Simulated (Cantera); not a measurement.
What does this Cantera script print?

```python
import numpy as np
import cantera as ct

gas = ct.Solution("gri30.yaml")


def delay(T, t_max=10):
    gas.TPX = T, 2800000, {'CH4': 1, 'H2': 1.2, 'O2': 1.73, 'N2': 6.52}
    reactor = ct.IdealGasReactor(gas, clone=False)
    net = ct.ReactorNet([reactor])
    net.rtol, net.atol = 1e-8, 1e-16
    while net.time < t_max:
        t_old, T_old = net.time, reactor.T
        net.step()
        if reactor.T > T + 400:  # ignition: a rise of 400 K
            return t_old + (T + 400 - T_old) / (reactor.T - T_old) * (net.time - t_old)
    return np.nan


taus = []
for T in [1198, 1248, 1298, 1348, 1398, 1448, 1498]:
    taus.append(delay(T))
    print(f"T0 = {T:6g} K   tau = {taus[-1]:.4e} s")
```

Output:

```
T0 =   1198 K   tau = 1.3668e-04 s
T0 =   1248 K   tau = 6.6129e-05 s
T0 =   1298 K   tau = 3.5693e-05 s
T0 =   1348 K   tau = 2.1485e-05 s
T0 =   1398 K   tau = 1.4153e-05 s
T0 =   1448 K   tau = 9.9468e-06 s
T0 =   1498 K   tau = 7.3005e-06 s
```

Computed with Cantera and GRI-Mech 3.0 (53 species, 325 reactions). The pressure lies above the range GRI-Mech 3.0 was tuned for (to about 10 atm).
